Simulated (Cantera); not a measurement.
A closed system holds: 1 mol trisilylamine, 35 mol NH3, 12 mol N2, equilibrated at 6400 Pa.

Equilibrium computed with Cantera from the NASA thermochemical tables; the gas is ideal and each condensed phase is pure. Candidate condensed phases: Si, Si3N4; 18 gas species. The feed counts by its element totals alone. The tables' values for SiN are old estimates; treat these amounts as uncertain. Gases not in the tables: Si2H6 and higher silanes. Rates play no part.

x: gas mole fraction; n: condensed amount in mol.

```
T (K)   x H2   x N2       x H      x Si     x SiH  n Si3N4(s)  n Si(l)
-----  -----  -----  --------  --------  --------  ----------  -------
823    0.671  0.329  2.37e-11    <1e-12    <1e-12        1.00        0
923    0.671  0.329  7.92e-10    <1e-12    <1e-12        1.00        0
1023   0.671  0.329   1.34e-8    <1e-12    <1e-12        1.00        0
1123   0.671  0.329   1.38e-7    <1e-12    <1e-12        1.00        0
1223   0.671  0.329         …    <1e-12    <1e-12        1.00        0
1323   0.671  0.329   5.13e-6  1.70e-12  2.58e-12        1.00        0
1423   0.671  0.329   2.15e-5  1.41e-10  1.31e-10        1.00        0
1523   0.671  0.329   7.48e-5   6.51e-9   3.94e-9       1.000        0
1623   0.670  0.329         …         …         …       1.000        0
1723   0.670  0.329  0.000590   3.58e-6   1.06e-6       1.000        0
1823   0.669  0.329   0.00140   4.94e-5   1.09e-5       0.998        0
1923   0.652  0.344   0.00301  0.000265   4.43e-5           0     2.96
2023   0.649  0.343   0.00605  0.000889  0.000117           0     2.89
2123   0.644  0.342    0.0114   0.00266  0.000279           0     2.70
```

Problem. Complete the blanks.

Solution. 
- 1623, x H: 0.000224
- 1623, x Si: 1.86e-7
- 1623, x SiH: 7.73e-8
- 1223, x H: 9.73e-7
